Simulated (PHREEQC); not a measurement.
A solution holds 0.00445 mol KOH and 0.0012 mol H3BO3 per kg of water, at 20 °C. Closed to the air; pH follows from the charge balance.

Computed with PHREEQC (Pitzer model, pitzer.dat).

This is a speciation only: nothing precipitates in the calculation.

**Question.** What pH, osmotic coefficient does the model give?

**Answer.** pH 11.65; osmotic coefficient 0.978.
